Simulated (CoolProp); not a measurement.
Aqueous ethanol as a coolant, at -10 °C, 1 atm.

The numbers come from the Melinder's fits for secondary coolants in CoolProp.

| mass % | freezing point (°C) | Prandtl number | viscosity (mPa s) | conductivity (W/(m K)) | density (kg/m³) |
|---|---|---|---|---|---|
| 21.1 | -12.0 | 100 | ? | 0.433 | ? |
| 27.2 | -17.5 | 122 | 11.7 | 0.404 | 972.1 |
| 33.2 | -23.2 | 135 | 12.6 | 0.377 | 965.8 |
| 39.3 | -28.9 | 137 | 12.6 | 0.351 | 957.2 |
| 45.3 | -34.0 | 132 | 11.9 | 0.327 | 946.6 |
| 51.4 | -38.6 | 122 | 10.7 | 0.304 | 934.3 |
| 57.4 | -42.9 | 109 | 9.35 | ? | ? |

What belongs in the gaps?


- 21.1, viscosity (mPa s): 9.95
- 21.1, density (kg/m³): 976.9
- 57.4, conductivity (W/(m K)): 0.284
- 57.4, density (kg/m³): 921.2
